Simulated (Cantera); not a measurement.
Feed: 1 mol SiF4, 0.48 mol O3, a varied amount of N2, held at 1248 K and 0.00133 bar.

These are equilibrium values from Cantera (NASA tables, ideal gas, pure condensed phases), not measurements of a reactor. Candidate condensed phases: Si, SiO2, Si2N2O, Si3N4; 28 gas species. Equilibrium is a limit: real reactors are often held back by kinetics, nucleation or transport.

**Question.** At 89 mol N2, list the 4 most abundant gas species with their mole fractions, and the condensed phases.

**Answer.** N2 0.981, SiF4 0.0110, O2 0.00791, NO 6.02e-5. Condensed: gas only.
